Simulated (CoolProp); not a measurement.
Computed with CoolProp (reference Helmholtz-energy equation of state, Polt 1992). This equation is an older, rougher fit; its heat capacities, sound speeds and derivatives of the liquid may be far off and weren't checked against measurements.

Problem. Give the vapour pressure (kPa), liquid density (kg/m³), vapour density (kg/m³), enthalpy of vaporisation (kJ/kg) of saturated propyne at 33.05, 42.55, 45.65 °C.

Solution. 
| T (°C) | p (kPa) | liquid density (kg/m³) | vapour density (kg/m³) | enthalpy of vaporisation (kJ/kg) |
|---|---|---|---|---|
| 33.05 | 730 | 598 | 13.2 | 454 |
| 42.55 | 940 | 582 | 16.9 | 439 |
| 45.65 | 1020 | 577 | 18.3 | 434 |
